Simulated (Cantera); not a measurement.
An isothermal, constant-pressure homogeneous reactor starts with NO : N₂ = 1 : 0.38 (molar parts), at 2050 K and 24.0 Torr.

Computed with Cantera and GRI-Mech 3.0 (53 species, 325 reactions). Radical loss at walls, strong at low pressure, is not modelled.

x: mole fraction; the columns are a selection and need not sum to one.

| t (s) | x NO | x O₂ | x O | x N₂ | x N₂O | x NO₂ |
|---|---|---|---|---|---|---|
| 0.000800 | 0.725 | 4.05e-7 | 2.28e-5 | 0.275 | 2.13e-5 | 4.37e-7 |
| 0.00260 | 0.724 | 4.60e-6 | 7.80e-5 | 0.275 | 6.28e-5 | 3.31e-6 |
| 0.00846 | 0.724 | 6.14e-5 | 0.000279 | 0.275 | 0.000150 | 1.56e-5 |
| 0.0275 | 0.722 | 0.000751 | 0.000702 | 0.276 | 0.000205 | 3.32e-5 |
| 0.0894 | 0.714 | 0.00442 | 0.000876 | 0.280 | 0.000192 | 4.20e-5 |
| 0.291 | 0.688 | 0.0174 | 0.00108 | 0.293 | 0.000169 | 5.88e-5 |
| 0.946 | ___ | ___ | ___ | ___ | ___ | 9.02e-5 |
| 3.08 | 0.325 | 0.198 | 0.00251 | 0.475 | 2.77e-5 | 8.83e-5 |
| 10.0 | ___ | ___ | ___ | ___ | ___ | ___ |

Q: What belongs in the gaps?

A: 
- 0.946, x NO: 0.595
- 0.946, x O₂: 0.0635
- 0.946, x O: 0.00159
- 0.946, x N₂: 0.339
- 0.946, x N₂O: 0.000112
- 10.0, x NO: 0.0514
- 10.0, x O₂: 0.334
- 10.0, x O: 0.00317
- 10.0, x N₂: 0.611
- 10.0, x N₂O: 6.82e-7
- 10.0, x NO₂: 1.84e-5
